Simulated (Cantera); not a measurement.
A closed system holds: 1 mol B2O3, 2.6 mol N2, at 12.0 mbar.

Cantera equilibrium calculation (NASA polynomials, part measured and part estimated; ideal gas, pure solids and liquids). Candidate condensed phases: B, BN, B2O3; 17 gas species. The numbers say what is thermodynamically allowed, not how fast it happens.

Problem. What share of the B ends up in condensed phases as a function of T (°C), at 1100, 1150, 1200, 1250, 1300, 1350, 1400, 1450, 1500, 1550?

Solution. 
```
T (°C)  B condensed (%)       as
------  ---------------  -------
1100              100.0  B2O3(l)
1150               99.9  B2O3(l)
1200               99.7  B2O3(l)
1250               99.3  B2O3(l)
1300               98.0  B2O3(l)
1350               95.1  B2O3(l)
1400               88.5  B2O3(l)
1450               73.3  B2O3(l)
1500               36.9  B2O3(l)
1550                0.0        -
```
